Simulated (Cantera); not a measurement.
An adiabatic, constant-pressure homogeneous reactor starts with H2 : O2 : N2 = 1 : 1.67 : 6.27 (molar parts), equivalence ratio 0.30, at 1025 K and 760 Torr.

Model: the H2/O2 subset of GRI-Mech 3.0, which has no nitrogen chemistry, integrated in Cantera.

Problem. Predict: time of steepest temperature rise; temperature at 2.00 s; equilibrium temperature; x(H2) at 2.00 s; x(O2) at 2.00 s; x(H2O2) at 2.00 s; x(O) at 2.00 s; x(HO2) at 2.00 s; x(OH) at 2.00 s.

Solution. 
```
Quantity                                                              Result
---------------------------------  -----------------------------------------
time of steepest temperature rise                                   0.221 ms
temperature at 2.00 s                                                 1834 K
equilibrium temperature                                               1834 K
x(H2) at 2.00 s                      2.33e-5 (gas-phase equilibrium 2.33e-5)
x(O2) at 2.00 s                          0.138 (gas-phase equilibrium 0.138)
x(H2O2) at 2.00 s                    4.51e-8 (gas-phase equilibrium 4.51e-8)
x(O) at 2.00 s                       6.19e-5 (gas-phase equilibrium 6.19e-5)
x(HO2) at 2.00 s                     1.09e-6 (gas-phase equilibrium 1.09e-6)
x(OH) at 2.00 s                    0.000824 (gas-phase equilibrium 0.000824)
```
